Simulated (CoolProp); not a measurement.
Saturated liquid density (kg/m³) of R21: the reference equation beside estimates from Tc = 452.7 K, pc = 5289 kPa, ω = 0.206. Rackett uses Z = 0.29056 − 0.08775 ω.

The numbers come from the reference Helmholtz-energy equation of state, Platzer 1990 in CoolProp. This equation is an older, rougher fit; its heat capacities, sound speeds and derivatives of the liquid may be far off and weren't checked against measurements.

```json
[
 {"T (K)": "312.4", "reference": "1332", "Rackett": "1346", "van der Waals": "832.5", "Redlich-Kwong": "1209", "Soave-Redlich-Kwong": "1246"},
 {"T (K)": "316.6", "reference": "1322", "Rackett": "1335", "van der Waals": "825.9", "Redlich-Kwong": "1197", "Soave-Redlich-Kwong": "1235"},
 {"T (K)": "320.8", "reference": "1311", "Rackett": "1324", "van der Waals": "819.1", "Redlich-Kwong": "1186", "Soave-Redlich-Kwong": "1224"},
 {"T (K)": "324.9", "reference": "1300", "Rackett": "1313", "van der Waals": "812.5", "Redlich-Kwong": "1174", "Soave-Redlich-Kwong": "1212"},
 {"T (K)": "329.1", "reference": "1289", "Rackett": "1302", "van der Waals": "805.5", "Redlich-Kwong": "1161", "Soave-Redlich-Kwong": "1200"},
 {"T (K)": "333.3", "reference": "1278", "Rackett": "1290", "van der Waals": "798.4", "Redlich-Kwong": "1148", "Soave-Redlich-Kwong": "1188"},
 {"T (K)": "337.5", "reference": "1266", "Rackett": "1279", "van der Waals": "791.1", "Redlich-Kwong": "1136", "Soave-Redlich-Kwong": "1175"},
 {"T (K)": "341.6", "reference": "1255", "Rackett": "1267", "van der Waals": "783.9", "Redlich-Kwong": "1123", "Soave-Redlich-Kwong": "1163"}
]
```

Absolute difference from the reference over all 8 rows, mean and median: Rackett 1.0 and 1.0 %, van der Waals 37.5 and 37.5 %, Redlich-Kwong 9.9 and 9.8 %, Soave-Redlich-Kwong 6.9 and 6.8 %.
